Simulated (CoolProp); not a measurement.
A single-stage vapour-compression cycle with the fluid: evaporating at 258.15 K (dew point), condensing at 323.15 K (bubble point), superheat 2 K, subcooling 5 K, compressor efficiency 0.85, no pressure losses. The same conditions are run with several fluids, on thermodynamics alone (safety and materials aside).

Model: reference Helmholtz-energy equation of state of each fluid (R245fa: Akasaka 2015; R1233zd(E): Akasaka 2022; R134a: Tillner-Roth 1994; c-C4F8 (RC318): Platzer 1990; R11: Jacobsen 1992; R1336mzz(Z): McLinden 2020), in CoolProp. The equations of Platzer and Polt are older, rougher fits.

| fluid | cooling COP | pressure ratio | discharge temperature (K) | refrigerating effect (kJ/kg) | volumetric capacity (kJ/m³) |
|---|---|---|---|---|---|
| R245fa | 2.60 | 13.4 | 328.7 | 136 | 219 |
| R1233zd(E) | 2.68 | 12.2 | 334.2 | 141 | 207 |
| R134a | 2.46 | 8.04 | 339.9 | 127 | 1050 |
| c-C4F8 (RC318) | 2.08 | 9.44 | 323.2 | 55.9 | 367 |
| R11 | 2.82 | 11.7 | 352.4 | 144 | 186 |
| R1336mzz(Z) | 2.55 | 15.8 | 323.1 | 115 | 100 |

The compression ends wet for: c-C4F8 (RC318); R1336mzz(Z).
